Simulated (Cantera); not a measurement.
Feed: 1 mol Al(CH3)3, 7.4 mol N2, at 0.0100 bar.

These are equilibrium values from Cantera (NASA tables, ideal gas, pure condensed phases), not measurements of a reactor. Candidate condensed phases: Al, AlN, C, C6H6, C7H8, C8H18; 97 gas species. The feed counts by its element totals alone. Rates play no part.

Task: Which condensed phases are stable at each of these points (T (K)): 1623, 1723, 1823, 1923, 2023, 2123, 2223?

Result: 
```json
[
 {"T (K)": "1623", "condensed phases": "AlN(s) + C(graphite)", "Al condensed (%)": "100.0"},
 {"T (K)": "1723", "condensed phases": "AlN(s) + C(graphite)", "Al condensed (%)": "99.9"},
 {"T (K)": "1823", "condensed phases": "AlN(s) + C(graphite)", "Al condensed (%)": "99.2"},
 {"T (K)": "1923", "condensed phases": "AlN(s) + C(graphite)", "Al condensed (%)": "93.2"},
 {"T (K)": "2023", "condensed phases": "AlN(s) + C(graphite)", "Al condensed (%)": "48.5"},
 {"T (K)": "2123", "condensed phases": "C(graphite)", "Al condensed (%)": "0.0"},
 {"T (K)": "2223", "condensed phases": "C(graphite)", "Al condensed (%)": "0.0"}
]
```

From 1623 K to 2023 K the condensed part is AlN(s) + C(graphite). From 2123 K to 2223 K the condensed part is C(graphite).
